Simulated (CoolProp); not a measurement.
Aqueous propylene glycol as a coolant, at 11 °C, 1 atm.

Computed with CoolProp (Melinder's fits for secondary coolants).

| mass % | freezing point (°C) | conductivity (W/(m K)) | viscosity (mPa s) | density (kg/m³) | Prandtl number |
|---|---|---|---|---|---|
| 2 | -0.4 | 0.572 | 1.39 | 1001 | 10.1 |
| 10.2 | -2.9 | 0.530 | 1.89 | 1008 | 14.5 |
| 18.4 | -6.4 | 0.490 | 2.59 | 1016 | 21.0 |
| 26.6 | -10.7 | 0.452 | 3.66 | 1024 | 31.4 |
| 34.9 | -16.2 | 0.416 | 5.28 | 1032 | 47.7 |
| 43.1 | -23.7 | 0.382 | 7.54 | 1040 | 71.5 |
| 51.3 | -34.1 | 0.350 | 10.6 | 1045 | 105 |
| 59.5 | -48.9 | 0.321 | 14.6 | 1049 | 150 |
